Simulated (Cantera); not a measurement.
A Cantera script and its output.

```python
import numpy as np
import cantera as ct

gas = ct.Solution("gri30.yaml")
gas.TPX = 1198, 100000, {'N2O': 1, 'H2': 0.0063, 'N2': 0.64}
reactor = ct.IdealGasConstPressureReactor(gas, energy="off", clone=False)
net = ct.ReactorNet([reactor])
net.rtol, net.atol = 1e-08, 1e-18
show = ['N2O', 'H2', 'N2', 'NO', 'H', 'H2O2', 'HO2']
times = np.geomspace(1e-06, 40, 14)

steps = ct.SolutionArray(gas, extra=["t"])
rows = []
print(f"{'t/s':>10s}{'T/K':>9s}{'P/Pa':>11s}" + "".join(f"{s:>11s}" for s in show))
for t in times:
    while net.time < t:
        t_next = net.step()
        steps.append(gas.state, t=t_next)
    rows.append([np.interp(t, steps.t, y) for y in (steps.T, steps.P, *steps(*show).X.T)])
    print(f"{t:10.3e}{rows[-1][0]:9.1f}{rows[-1][1]:11.4g}" + "".join(f"{x:11.3e}" for x in rows[-1][2:]))
rate = np.gradient(steps.T, steps.t)
print("integrator steps:", len(steps.t))
if steps.T.max() > steps.T[0] + 200:
    print(f"time of steepest temperature rise: {steps.t[rate.argmax()]:.4e} s")
gas.TPX = 1198, 100000, {'N2O': 1, 'H2': 0.0063, 'N2': 0.64}
gas.equilibrate("TP")
print(f"equilibrium (TP): T = {gas.T:.1f} K  " + "  ".join(f"{s} {gas[s].X[0]:.3e}" for s in show))
```

Output:

```
       t/s      T/K       P/Pa        N2O         H2         N2         NO          H       H2O2        HO2
 1.000e-06   1198.0      1e+05  6.074e-01  3.827e-03  3.888e-01  1.744e-09  1.423e-09  7.457e-18  1.238e-12
 3.844e-06   1198.0      1e+05  6.074e-01  3.827e-03  3.888e-01  2.325e-08  1.186e-08  2.209e-15  7.838e-11
 1.478e-05   1198.0      1e+05  6.074e-01  3.826e-03  3.888e-01  2.413e-07  6.471e-08  6.516e-13  3.898e-09
 5.680e-05   1198.0      1e+05  6.074e-01  3.820e-03  3.888e-01  1.564e-06  2.746e-07  9.448e-11  1.067e-07
 2.183e-04   1198.0      1e+05  6.072e-01  3.737e-03  3.889e-01  7.970e-06  8.409e-07  6.662e-09  1.396e-06
 8.392e-04   1198.0      1e+05  6.063e-01  3.111e-03  3.897e-01  3.482e-05  1.253e-06  1.132e-07  4.295e-06
 3.226e-03   1198.0      1e+05  6.036e-01  1.418e-03  3.920e-01  1.156e-04  4.923e-07  8.916e-08  3.458e-06
 1.240e-02   1198.0      1e+05  5.982e-01  1.911e-04  3.956e-01  3.868e-04  3.757e-08  1.517e-08  1.229e-06
 4.766e-02   1198.0      1e+05  5.827e-01  1.588e-06  4.047e-01  1.478e-03  1.248e-09  3.973e-09  3.373e-07
 1.832e-01   1198.0      1e+05  5.287e-01  5.508e-09  4.361e-01  5.381e-03  1.022e-09  4.082e-09  1.196e-07
 7.043e-01   1198.0      1e+05  3.759e-01  4.060e-09  5.252e-01  1.589e-02  8.079e-10  3.605e-09  4.152e-08
 2.707e+00   1198.0      1e+05  1.343e-01  2.094e-09  6.676e-01  2.942e-02  3.395e-10  1.919e-09  1.610e-08
 1.041e+01   1198.0      1e+05  9.252e-03  2.986e-10  7.433e-01  3.235e-02  1.743e-11  2.323e-10  4.667e-09
 4.000e+01   1198.0      1e+05  2.047e-06  7.780e-11  7.491e-01  3.211e-02  1.690e-12  3.215e-11  2.292e-09
integrator steps: 2267
equilibrium (TP): T = 1198.0 K  N2O 1.385e-08  H2 7.492e-11  N2 7.651e-01  NO 2.004e-04  H 1.656e-12  H2O2 3.330e-11  HO2 2.421e-09
```

Cantera simulation using GRI-Mech 3.0 (53 species, 325 reactions); the numbers are that mechanism's predictions, not measurements. GRI-Mech 3.0 was tuned for natural gas; its chemistry of N2O as a main component is partial and can be far from experiment. The mechanism lacks the step 2 NO + O2 → 2 NO2, which can matter for NO2 below about 1400 K. The temperature is held fixed by assumption; the heat of reaction is taken as removed at once.
